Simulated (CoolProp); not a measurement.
Dimethyl carbonate along the isotherm 600 K: Z from the reference equation and from simpler models built on Tc = 557.0 K, pc = 49.09 bar, ω = 0.346; each cubic takes its own stable root.

Model: reference Helmholtz-energy equation of state, Zhou 2011, in CoolProp.

| p (bar) | phase | reference |
|---|---|---|
| 1.55 | gas | 0.9914 |
| 2.34 | gas | 0.9870 |
| 3.53 | gas | 0.9804 |
| 5.33 | gas | 0.9702 |
| 8.04 | gas | 0.9548 |
| 12.1 | gas | 0.9311 |
| 18.3 | gas | 0.8936 |
| 27.6 | gas | 0.8337 |
| 41.6 | gas | 0.7321 |
| 62.8 | supercritical | 0.5452 |
| 94.8 | supercritical | 0.3796 |
| 143 | supercritical | 0.4469 |
| 216 | supercritical | 0.5956 |
| 325 | supercritical | 0.8192 |
| 491 | supercritical | 1.146 |

Problem. How far does each simpler model (Soave-Redlich-Kwong, Peng-Robinson) lie from the reference over these 15 states: mean and median of the absolute difference, and the worst?

Solution. 
- Soave-Redlich-Kwong: mean 4.5 %, median 0.8 %, worst +15.8 % at 600 K and 94.8 bar
- Peng-Robinson: mean 1.6 %, median 1.0 %, worst +7.1 % at 600 K and 94.8 bar
